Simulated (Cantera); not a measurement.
**ZrO₂ + H₂ + H₂O (hydrogen reduction and annealing atmospheres)**

Charge: 1 mol ZrO₂, 73 mol H₂, 2 mol H₂O, equilibrated at 0.000280 bar.

Method: chemical equilibrium by Gibbs-energy minimisation in Cantera with the NASA 1993 tables (ideal gas, pure condensed phases). Candidate condensed phases: H₂O, Zr, ZrO₂; 12 gas species. Kinetics and transport are ignored.

| T (°C) | x H₂ | x H₂O | x H | x OH | x O | n ZrO₂(monoclinic) | n ZrO₂(tetragonal) |
|---|---|---|---|---|---|---|---|
| 1052 | 0.973 | 0.0267 | 9.64e-5 | 3.85e-8 | 3.62e-12 | 1.00 | 0 |
| 1077 | 0.973 | 0.0267 | 0.000141 | 6.25e-8 | 8.43e-12 | 1.00 | 0 |
| 1102 | 0.973 | 0.0267 | 0.000202 | 9.96e-8 | 1.91e-11 | 1.00 | 0 |
| 1127 | 0.973 | 0.0267 | 0.000287 | 1.56e-7 | 4.18e-11 | 1.00 | 0 |
| 1152 | 0.973 | 0.0267 | 0.000402 | 2.41e-7 | 8.94e-11 | 1.00 | 0 |
| 1177 | 0.973 | 0.0267 | 0.000557 | 3.66e-7 | 1.86e-10 | 1.00 | 0 |
| 1202 | 0.973 | 0.0267 | 0.000764 | 5.49e-7 | 3.78e-10 | 1.00 | 0 |
| 1227 | 0.972 | 0.0267 | 0.00104 | 8.12e-7 | 7.51e-10 | 0 | 1.00 |
| 1252 | 0.972 | 0.0266 | 0.00139 | 1.19e-6 | 1.46e-9 | 0 | 1.00 |
| 1277 | 0.972 | 0.0266 | 0.00186 | 1.71e-6 | 2.77e-9 | 0 | 1.00 |
| 1302 | 0.971 | 0.0266 | 0.00245 | 2.44e-6 | 5.16e-9 | 0 | 1.00 |
| 1327 | 0.970 | 0.0266 | 0.00320 | 3.44e-6 | 9.43e-9 | 0 | 1.00 |
| 1352 | 0.969 | 0.0266 | 0.00415 | 4.80e-6 | 1.69e-8 | 0 | 1.00 |
| 1377 | 0.968 | 0.0266 | 0.00534 | 6.63e-6 | 2.98e-8 | 0 | 1.00 |
x: gas mole fraction; n: condensed amount in mol.

From 1052 °C to 1202 °C the condensed part is ZrO₂(monoclinic). From 1227 °C to 1377 °C the condensed part is ZrO₂(tetragonal).
